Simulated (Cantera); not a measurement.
Input (Python, Cantera):

```python
import numpy as np
import cantera as ct

gas = ct.Solution("gri30.yaml")
gas.TPX = 1648, 101325, {'CH4': 1, 'O2': 2.56, 'N2': 9.64}
reactor = ct.IdealGasConstPressureReactor(gas, energy="on", clone=False)
net = ct.ReactorNet([reactor])
net.rtol, net.atol = 1e-08, 1e-16
show = ['CH4', 'O2', 'C2H4', 'CO', 'CH3', 'C2H', 'HCO']
times = np.geomspace(3e-06, 3, 13)

steps = ct.SolutionArray(gas, extra=["t"])
rows = []
print(f"{'t/s':>10s}{'T/K':>9s}{'P/Pa':>11s}" + "".join(f"{s:>11s}" for s in show))
for t in times:
    while net.time < t:
        t_next = net.step()
        steps.append(gas.state, t=t_next)
    rows.append([np.interp(t, steps.t, y) for y in (steps.T, steps.P, *steps(*show).X.T)])
    print(f"{t:10.3e}{rows[-1][0]:9.1f}{rows[-1][1]:11.4g}" + "".join(f"{x:11.3e}" for x in rows[-1][2:]))
rate = np.gradient(steps.T, steps.t)
print("integrator steps:", len(steps.t))
if steps.T.max() > steps.T[0] + 200:
    print(f"time of steepest temperature rise: {steps.t[rate.argmax()]:.4e} s")
gas.TPX = 1648, 101325, {'CH4': 1, 'O2': 2.56, 'N2': 9.64}
gas.equilibrate("HP")
print(f"equilibrium (HP): T = {gas.T:.1f} K  " + "  ".join(f"{s} {gas[s].X[0]:.3e}" for s in show))
```

Output:

```
       t/s      T/K       P/Pa        CH4         O2       C2H4         CO        CH3        C2H        HCO
 3.000e-06   1648.0  1.013e+05  7.575e-02  1.939e-01  2.327e-11  1.454e-10  3.434e-06  8.270e-23  1.840e-12
 9.487e-06   1647.9  1.013e+05  7.574e-02  1.939e-01  1.488e-09  3.439e-09  1.239e-05  3.041e-20  2.464e-11
 3.000e-05   1647.9  1.013e+05  7.570e-02  1.939e-01  7.953e-08  1.240e-07  4.899e-05  1.343e-17  4.131e-10
 9.487e-05   1648.1  1.013e+05  7.529e-02  1.937e-01  6.503e-06  1.037e-05  2.630e-04  1.826e-14  1.625e-08
 3.000e-04   2118.3  1.013e+05  1.190e-02  1.193e-01  1.195e-03  4.338e-02  5.026e-03  3.829e-06  1.272e-04
 9.487e-04   2720.9  1.013e+05  1.699e-16  4.804e-02  4.509e-25  2.432e-02  1.870e-15  1.074e-20  1.523e-08
 3.000e-03   2714.0  1.013e+05  1.764e-16  4.497e-02  4.646e-25  2.426e-02  1.882e-15  1.026e-20  1.491e-08
 9.487e-03   2710.1  1.013e+05  1.797e-16  4.343e-02  4.716e-25  2.424e-02  1.887e-15  1.001e-20  1.476e-08
 3.000e-02   2710.0  1.013e+05  1.797e-16  4.339e-02  4.718e-25  2.424e-02  1.887e-15  1.000e-20  1.476e-08
 9.487e-02   2710.0  1.013e+05  1.797e-16  4.339e-02  4.718e-25  2.424e-02  1.887e-15  1.000e-20  1.476e-08
 3.000e-01   2710.0  1.013e+05  1.797e-16  4.339e-02  4.718e-25  2.424e-02  1.887e-15  1.000e-20  1.476e-08
 9.487e-01   2710.0  1.013e+05  1.797e-16  4.339e-02  4.718e-25  2.424e-02  1.887e-15  1.000e-20  1.476e-08
 3.000e+00   2710.0  1.013e+05  1.797e-16  4.339e-02  4.718e-25  2.424e-02  1.887e-15  1.000e-20  1.476e-08
integrator steps: 1773
time of steepest temperature rise: 3.0175e-04 s
equilibrium (HP): T = 2710.0 K  CH4 2.478e-16  O2 4.339e-02  C2H4 5.383e-25  CO 2.424e-02  CH3 2.601e-15  C2H 1.063e-20  HCO 1.476e-08
```

Model: GRI-Mech 3.0 (53 species, 325 reactions), integrated in Cantera.
